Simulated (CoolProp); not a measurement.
Vapour pressure (bar) of the fluoroketone C6F12O (FK-5-1-12): the reference equation beside estimates from Tc = 441.8 K, pc = 18.69 bar, ω = 0.471. Clausius-Clapeyron is anchored at 266.7 K with a constant enthalpy of vaporisation of 32.64 kJ/mol.

Values from CoolProp's reference Helmholtz-energy equation of state, McLinden 2015.

```json
[
 {"T (K)": "250.1", "reference": "0.03212", "Lee-Kesler": "0.03247", "Clausius-Clapeyron": "0.03308", "van der Waals": "1.151", "Soave-Redlich-Kwong": "0.03279"},
 {"T (K)": "255.7", "reference": "(withheld)", "Lee-Kesler": "0.04628", "Clausius-Clapeyron": "0.04665", "van der Waals": "1.314", "Soave-Redlich-Kwong": "0.04666"},
 {"T (K)": "261.2", "reference": "0.06410", "Lee-Kesler": "0.06439", "Clausius-Clapeyron": "0.06445", "van der Waals": "1.490", "Soave-Redlich-Kwong": "0.06481"},
 {"T (K)": "266.7", "reference": "0.08788", "Lee-Kesler": "(withheld)", "Clausius-Clapeyron": "0.08788", "van der Waals": "1.681", "Soave-Redlich-Kwong": "0.08854"},
 {"T (K)": "272.2", "reference": "0.1185", "Lee-Kesler": "0.1187", "Clausius-Clapeyron": "0.1183", "van der Waals": "1.889", "Soave-Redlich-Kwong": "0.1191"},
 {"T (K)": "277.7", "reference": "0.1575", "Lee-Kesler": "0.1575", "Clausius-Clapeyron": "0.1574", "van der Waals": "2.112", "Soave-Redlich-Kwong": "0.1580"},
 {"T (K)": "283.3", "reference": "0.2074", "Lee-Kesler": "0.2073", "Clausius-Clapeyron": "0.2082", "van der Waals": "2.358", "Soave-Redlich-Kwong": "0.2076"},
 {"T (K)": "288.8", "reference": "0.2682", "Lee-Kesler": "0.2681", "Clausius-Clapeyron": "0.2711", "van der Waals": "2.617", "Soave-Redlich-Kwong": "0.2682"},
 {"T (K)": "294.3", "reference": "(withheld)", "Lee-Kesler": "0.3425", "Clausius-Clapeyron": "0.3495", "van der Waals": "2.895", "Soave-Redlich-Kwong": "0.3425"},
 {"T (K)": "299.8", "reference": "0.4329", "Lee-Kesler": "0.4327", "Clausius-Clapeyron": "0.4464", "van der Waals": "3.191", "Soave-Redlich-Kwong": "0.4326"}
]
```

Question: What belongs in the gaps?

Answer: 
- 255.7, reference: 0.04595
- 266.7, Lee-Kesler: 0.08809
- 294.3, reference: 0.3427

Absolute difference from the reference over all 10 rows, mean and median: Lee-Kesler 0.3 and 0.1 %, Clausius-Clapeyron 1.2 and 0.8 %, van der Waals 1631.0 and 1367.5 %, Soave-Redlich-Kwong 0.7 and 0.4 %.
